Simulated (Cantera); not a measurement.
What does this Cantera script print?

```python
import numpy as np
import cantera as ct

gas = ct.Solution("gri30.yaml")
gas.TPX = 425, 1000000, {'C2H4': 1, 'O2': 6.25, 'N2': 23.5, 'H2O': 0.15}
inlet = ct.Reservoir(gas, clone=True)
gas.equilibrate("HP")  # start burning
reactor = ct.IdealGasConstPressureReactor(gas, energy="on", clone=False)
exhaust = ct.Reservoir(gas, clone=True)
tau = [0.073, 0.031, 0.014, 0.0059, 0.0025, 0.0011, 0.00047, 0.0002, 8.8e-05][0]
for a, b in ((inlet, reactor), (reactor, exhaust)):
    ct.MassFlowController(a, b, mdot=lambda t: reactor.mass / tau)
net = ct.ReactorNet([reactor])
show = ['C2H4', 'O2', 'OH', 'C2H6', 'C2H']

rows = []
print(f"{'tau/s':>10s}{'T/K':>9s}" + "".join(f"{s:>11s}" for s in show))
for tau in [0.073, 0.031, 0.014, 0.0059, 0.0025, 0.0011, 0.00047, 0.0002, 8.8e-05]:
    net.initial_time = 0.0
    net.advance(30 * tau)
    before = gas.X
    net.advance(40 * tau)
    drift = np.max(np.abs(gas.X - before) / (gas.X + 1e-9))
    rows.append([gas.T, *gas[show].X, drift])
    print(f"{tau:10.3e}{gas.T:9.1f}" + "".join(f"{x:11.3e}" for x in gas[show].X))
```

It prints:

```
     tau/s      T/K       C2H4         O2         OH       C2H6        C2H
 7.300e-02   1651.4  5.851e-06  1.052e-01  1.945e-04  8.343e-12  2.447e-10
 3.100e-02   1649.8  1.063e-05  1.053e-01  2.422e-04  3.424e-11  4.576e-10
 1.400e-02   1647.3  1.819e-05  1.054e-01  2.981e-04  1.227e-10  7.840e-10
 5.900e-03   1642.5  3.235e-05  1.057e-01  3.711e-04  4.770e-10  1.336e-09
 2.500e-03   1633.9  5.747e-05  1.061e-01  4.510e-04  1.827e-09  2.120e-09
 1.100e-03   1618.1  1.024e-04  1.071e-01  5.174e-04  7.025e-09  3.002e-09
 4.700e-04   1581.2  2.128e-04  1.093e-01  5.100e-04  4.038e-08  3.497e-09
 2.000e-04    425.0  3.236e-02  2.023e-01  3.242e-29  6.356e-19 -2.851e-48
 8.800e-05    425.0  3.236e-02  2.023e-01  3.957e-30  7.923e-20 -1.079e-52
```

Model: GRI-Mech 3.0 (53 species, 325 reactions), integrated in Cantera. GRI-Mech 3.0 was tuned for natural gas; its chemistry of ethylene as a main component is partial and can be far from experiment.
